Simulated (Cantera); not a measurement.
## BN + H2O + N2 + O2 (nitride etching)

Input: 1 mol BN, 0.33 mol H2O, 0.43 mol N2, 0.69 mol O2, equilibrated at 7.50 Torr.

Method: chemical equilibrium by Gibbs-energy minimisation in Cantera with the NASA 1993 tables (ideal gas, pure condensed phases). Candidate condensed phases: B, BN, B2O3, B3O3H3, H2O; 39 gas species. Gases not in the tables: H3BO3. Kinetics and transport are ignored.

| T (K) | x N2 | x HBO2 | x B2O3 | x H2O | x H2 | x HBO | x H | x BO | n B2O3(l) |
|---|---|---|---|---|---|---|---|---|---|
| 1550 | 0.691 | 0.116 | 0.00583 | 0.0978 | 0.0890 | 7.80e-5 | 9.40e-5 | 2.00e-6 | 0.414 |
| 1600 | 0.671 | 0.152 | 0.0147 | 0.0755 | 0.0863 | 0.000170 | 0.000160 | 7.14e-6 | 0.374 |
| 1650 | 0.644 | 0.185 | 0.0348 | 0.0529 | 0.0826 | 0.000367 | 0.000261 | 2.47e-5 | 0.316 |
| 1700 | 0.603 | 0.207 | 0.0782 | 0.0330 | 0.0768 | 0.000787 | 0.000408 | 8.37e-5 | 0.219 |
| 1750 | 0.536 | 0.209 | 0.167 | 0.0174 | 0.0670 | 0.00165 | 0.000602 | 0.000280 | 0.0258 |
| 1800 | 0.528 | 0.206 | 0.179 | 0.0175 | 0.0653 | 0.00198 | 0.000915 | 0.000494 | 0 |
| 1850 | 0.528 | 0.204 | 0.180 | 0.0187 | 0.0647 | 0.00223 | 0.00137 | 0.000797 | 0 |
x: gas mole fraction; n: condensed amount in mol.

From 1550 K to 1750 K the condensed part is B2O3(l). From 1800 K to 1850 K nothing is condensed.
